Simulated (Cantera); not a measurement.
Input: 1 mol SiO2, 3 mol CH4, 0.56 mol CO, held at 42.0 Pa.

These are equilibrium values from Cantera (NASA tables, ideal gas, pure condensed phases), not measurements of a reactor. Candidate condensed phases: C, C6H6, C7H8, C8H18, H2O, Si, SiC, SiO2; 123 gas species. Rates play no part.

Task: At 2050 K, list the 4 most abundant gas species with their mole fractions, and the condensed phases.

Result: H2 0.617, CO 0.279, H 0.0870, Si 0.0121. Condensed: C(graphite) + SiC(s).
